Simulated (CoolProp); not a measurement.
Saturated liquid density (kg/m³) of tetrahydrofuran: the reference equation beside estimates from Tc = 540.2 K, pc = 53.04 bar, ω = 0.234. Rackett uses Z = 0.29056 − 0.08775 ω.

The numbers come from the reference Helmholtz-energy equation of state, Fiedler 2023 in CoolProp.

```csv
T (K),reference,Rackett,van der Waals
363.5,806.8,816.6,497.3
369.7,799.2,808.7,492.6
376,791.4,800.6,487.7
382.2,783.6,792.5,482.9
388.5,775.5,784.1,477.8
394.7,767.5,775.7,472.7
400.9,759.3,767.1,467.4
407.2,750.8,758.2,462.0
413.4,742.3,749.2,456.5
419.7,733.5,739.9,450.8
425.9,724.6,730.5,444.9
432.2,715.3,720.7,438.8
438.4,705.9,710.8,432.7
```

Absolute difference from the reference over all 13 rows, mean and median: Rackett 1.0 and 1.0 %, van der Waals 38.5 and 38.4 %.
